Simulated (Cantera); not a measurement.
Source: NASA polynomial tables (part measured, part estimated), evaluated in Cantera. Values are per mole of reaction as written; species without (g) are pure solids or liquids, kept so even where they would boil at 1 bar.

Q: Between 623 and 1023 K, where is each reaction favourable under standard conditions?
- 2 COS(g) = C + O2(g) + CS2(g)
- 3 S + 2 O3(g) = 3 SO2(g)
- O3(g) + 3 COS(g) = 3 CO2(g) + 3 S

A: 
- 2 COS(g) = C + O2(g) + CS2(g): ΔG° is 403 kJ at 623 K and 408 kJ at 1023 K; it stays positive (K < 1). ΔH° is 395 kJ and ΔS° -13 J/K at 1023 K.
- 3 S + 2 O3(g) = 3 SO2(g): ΔG° is -1270 kJ at 623 K and -1310 kJ at 1023 K; it stays negative (K > 1). ΔH° is -1218 kJ and ΔS° 90 J/K at 1023 K.
- O3(g) + 3 COS(g) = 3 CO2(g) + 3 S: ΔG° is -793 kJ at 623 K and -737 kJ at 1023 K; it stays negative (K > 1). ΔH° is -873 kJ and ΔS° -133 J/K at 1023 K.
